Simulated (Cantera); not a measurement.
Mixture: CH₃OH : O₂ : N₂ : H₂O = 1 : 2.54 : 9.56 : 1.8 (molar parts), at 9000 Torr, adiabatic and at constant pressure. Ignition delay is the time to a rise of 400 K.

Cantera simulation using GRI-Mech 3.0 (53 species, 325 reactions); the numbers are that mechanism's predictions, not measurements. GRI-Mech 3.0 was tuned for natural gas; its chemistry of methanol as a main component is partial and can be far from experiment. The pressure lies above the range GRI-Mech 3.0 was tuned for (to about 10 atm).

Problem. What does this change do: pressure from 9000 Torr to 2330 Torr?

Solution. 
```tsv
quantity	before	after
delay at 1000 K	74.7 ms	0.190 s
delay at 1100 K	8.08 ms	20.7 ms
delay at 1200 K	1.24 ms	3.27 ms
delay at 1300 K	0.259 ms	0.711 ms
delay at 1400 K	70.8 µs	0.203 ms
apparent activation energy between 1300 and 1400 K	200 kJ/mol	190 kJ/mol
```

Problem. What does this change do: pressure from 9000 Torr to 285 Torr?

Solution. 
| quantity | before | after |
|---|---|---|
| delay at 1000 K | 74.7 ms | 1.04 s |
| delay at 1100 K | 8.08 ms | 0.118 s |
| delay at 1200 K | 1.24 ms | 19.6 ms |
| delay at 1300 K | 0.259 ms | 4.46 ms |
| delay at 1400 K | 70.8 µs | 1.33 ms |
| apparent activation energy between 1300 and 1400 K | 200 kJ/mol | 180 kJ/mol |
